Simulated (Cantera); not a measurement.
Charge: 1 mol FeCl2, 20 mol H2.

These are equilibrium values from Cantera (NASA tables, ideal gas, pure condensed phases), not measurements of a reactor. Candidate condensed phases: Fe, FeCl2, FeCl3; 11 gas species. The numbers say what is thermodynamically allowed, not how fast it happens.

Stable condensed phases, one row left out:

```
T in °C \ P in Pa
           0.10   0.56    3.2     18    100    560   3200  18000 100000
   1150       A      A      A      A      A      A      A      A      A
   1100       A      A      A      A      A      A      A      A      A
   1050       A      A      A      A      A      A      A      A      A
   1000       A      A      A      A      A      A      A      A      A
    950       A      A      A      A      A      A      A      A      A
    900       A      A      A      A      A      A      A      A      A
    850       A      A      A      A      A      A      A      A      A
    800       A      A      A      A      A      A      A      A      A
    750       A      A      A      A      A      A      A      A      A
    700       A      A      A      A      A      A      A      A      A
    650       A      A      A      A      A      A      A      A      A
    600       A      A      A      A      A      A      A      A      A
    500       A      A      A      A      A      A      A      B      B
```

A: Fe; B: Fe + FeCl2.

**Question.** Give the row for 550 °C.

**Answer.** 0.10: Fe; 0.56: Fe; 3.2: Fe; 18: Fe; 100: Fe; 560: Fe; 3200: Fe; 18000: Fe; 100000: Fe + FeCl2.
